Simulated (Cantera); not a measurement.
A closed system holds: 1 mol Hg, 0.26 mol O₂, 1.4 mol H₂, at 1173.15 K and 3500 Pa.

Method: chemical equilibrium by Gibbs-energy minimisation in Cantera with the NASA 1993 tables (ideal gas, pure condensed phases). Candidate condensed phases: H₂O, Hg, HgO; 10 gas species. The numbers say what is thermodynamically allowed, not how fast it happens.

Base state: Hg 0.417, H₂ 0.367, H₂O 0.217 (mole fractions); condensed: gas only.

Q: What changes in the equilibrium state with this change: Hg replaced by PbO?

A: 
| species | before | after |
|---|---|---|
| H₂O | 0.217 | 0.987 |
| Pb | 0 | 0.0121 |
| PbO | 0 | 0.00111 |
| Hg | 0.417 | 0 |
| H₂ | 0.367 | 0.000262 |
| Pb(l), mol | 0 | 0.862 |
| PbO(l), mol | 0 | 0.119 |
Each liquid is taken as pure. Mutual solubility and eutectic melting of coexisting phases are not modelled. Further candidate phases: Pb, PbO, PbO₂, Pb₃O₄.
